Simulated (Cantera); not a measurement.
A closed system holds: 1 mol SiC, 0.14 mol O2, 2.4 mol N2, equilibrated at 5100 Torr.

Cantera equilibrium calculation (NASA polynomials, part measured and part estimated; ideal gas, pure solids and liquids). Candidate condensed phases: C, Si, SiC, SiO2, Si2N2O, Si3N4; 34 gas species. N2 is the only nitrogen source here; it is nearly inert below about 1500 K, so the nitride shown seldom forms there in practice. Mutual solubility and eutectic melting of coexisting phases are not modelled. Equilibrium is a limit: real reactors are often held back by kinetics, nucleation or transport.

x: gas mole fraction; n: condensed amount in mol.

```
T (K)   x N2      x CO     x SiO  x C2N2  n C(graphite)  n Si2N2O(s)  n Si3N4(s)  n SiC(s)
-----  -----  --------  --------  ------  -------------  -----------  ----------  --------
925     1.00  1.79e-12    <1e-12  <1e-12           1.00        0.280       0.147         0
1075    1.00  7.36e-10    <1e-12  <1e-12           1.00        0.280       0.147         0
1225    1.00   6.76e-8    <1e-12       …           1.00        0.280       0.147         0
1375   1.000   2.28e-6  3.58e-11       …          1.000        0.280       0.147         0
1525   1.000   3.81e-5   5.19e-9       …          1.000        0.280       0.147         0
1675   1.000  0.000380   3.02e-7       …          0.999        0.279       0.147         0
1825   0.997   0.00258   8.87e-6       …          0.995        0.275       0.150         0
1975   0.976    0.0240  0.000211       …          0.399        0.226           0     0.547
```

Q: What belongs in the gaps?

A: 
- 1225, x C2N2: 1.25e-11
- 1375, x C2N2: 3.55e-10
- 1525, x C2N2: 5.22e-9
- 1675, x C2N2: 4.75e-8
- 1825, x C2N2: 3.00e-7
- 1975, x C2N2: 1.40e-6
